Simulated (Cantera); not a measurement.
An adiabatic, constant-volume homogeneous reactor starts with 6.54 % C₂H₄, 16.3 % O₂, 61.4 % N₂, 15.7 % CO₂, at 1200 K and 0.360 bar.

Cantera simulation using GRI-Mech 3.0 (53 species, 325 reactions); the numbers are that mechanism's predictions, not measurements. GRI-Mech 3.0 was tuned for natural gas; its chemistry of ethylene as a main component is partial and can be far from experiment.

Question: Predict: time of steepest temperature rise; temperature at 0.300 s; equilibrium temperature; x(O₂) at 0.300 s; x(CO₂) at 0.300 s; x(H₂O) at 0.300 s; x(NO) at 0.300 s; x(HCO) at 0.300 s.

Answer: 
| Quantity | Value |
|---|---|
| time of steepest temperature rise | 0.618 ms |
| temperature at 0.300 s | 2619 K |
| equilibrium temperature | 2619 K |
| x(O₂) at 0.300 s | 0.0164 (gas-phase equilibrium 0.0164) |
| x(CO₂) at 0.300 s | 0.171 (gas-phase equilibrium 0.171) |
| x(H₂O) at 0.300 s | 0.105 (gas-phase equilibrium 0.105) |
| x(NO) at 0.300 s | 0.00671 (gas-phase equilibrium 0.00671) |
| x(HCO) at 0.300 s | 4.37e-8 (gas-phase equilibrium 4.37e-8) |
